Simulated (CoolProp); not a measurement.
The fluid at 298.15 K and 0.167 MPa is throttled through a valve to 0.0814 MPa with no heat exchange. The same conditions are run with several fluids, on thermodynamics alone (safety and materials aside).

Computed with CoolProp (reference Helmholtz-energy equation of state of each fluid (sulfur hexafluoride: Guder 2009; R142b: Lemmon 2006; fluoroethane (R161): Wu 2012; dimethyl ether: Wu 2011; propylene: Lemmon 2013)).

| fluid | temperature change (K) | final density (kg/m³) |
|---|---|---|
| sulfur hexafluoride | -0.8 | 4.85 |
| R142b | -2.4 | 3.40 |
| fluoroethane (R161) | -1.8 | 1.61 |
| dimethyl ether | -2.1 | 1.55 |
| propylene | -1.5 | 1.41 |
